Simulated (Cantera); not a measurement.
Charge: 1 mol SiHCl3, 0.026 mol C3H8, 3.5 mol H2, at 1548.15 K and 15.8 Torr.

Equilibrium computed with Cantera from the NASA thermochemical tables; the gas is ideal and each condensed phase is pure. Candidate condensed phases: C, C6H6, C7H8, C8H18, Si, SiC; 109 gas species. The tables' values for SiCl3, SiCl are old estimates; treat these amounts as uncertain. Rates play no part.

Base state: H2 0.640, HCl 0.194, SiCl2 0.153, SiCl3 0.00991, SiCl4 0.00179, SiHCl3 0.000726, H 0.000170, SiH2Cl2 4.78e-5 (mole fractions); condensed: SiC(s).

**Question.** What changes in the equilibrium state with this change: SiHCl3 replaced by CH3SiH3?

**Answer.** 
```json
[
 {"species": "H2", "before": "0.640", "after": "1.000"},
 {"species": "H", "before": "0.000170", "after": "0.000213"},
 {"species": "CH4", "before": "1.96e-7", "after": "4.30e-5"},
 {"species": "HCl", "before": "0.194", "after": "0"},
 {"species": "SiCl2", "before": "0.153", "after": "0"},
 {"species": "SiCl3", "before": "0.00991", "after": "0"},
 {"species": "SiCl4", "before": "0.00179", "after": "0"},
 {"species": "SiHCl3", "before": "0.000726", "after": "0"},
 {"species": "SiH2Cl2", "before": "4.78e-5", "after": "0"},
 {"species": "Cl", "before": "4.11e-5", "after": "0"},
 {"species": "SiC(s), mol", "before": "0.0780", "after": "1.00"},
 {"species": "C(graphite), mol", "before": "0", "after": "0.0775"}
]
```
The feed counts by its element totals alone.
